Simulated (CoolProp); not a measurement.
Vapour-liquid equilibrium of R13 (1) + CHF3 (R23) (2) at 161.7 K; x and y are mole fractions of (1).

Computed with CoolProp (multi-fluid Helmholtz-energy mixture model, Platzer 1990 and Penoncello 2003; pair parameters Bell 2016). This equation is an older, rougher fit; its heat capacities, sound speeds and derivatives of the liquid may be far off and weren't checked against measurements.

Q: Give the bubble pressure and the first vapour's composition at x = 0.35, 0.5, 0.95. Is there an azeotrope?

A: x = 0.35: 0.2061 bar, y = 0.496; x = 0.5: 0.2082 bar, y = 0.525; x = 0.95: 0.1666 bar, y = 0.826. y crosses x between x = 0.5 and 0.65: the model has an azeotrope there.

The pair parameters rest on a limited set of measurements; away from them the model extrapolates. With so large a gap from Raoult's law the liquid may split in two, which this calculation doesn't test in full.
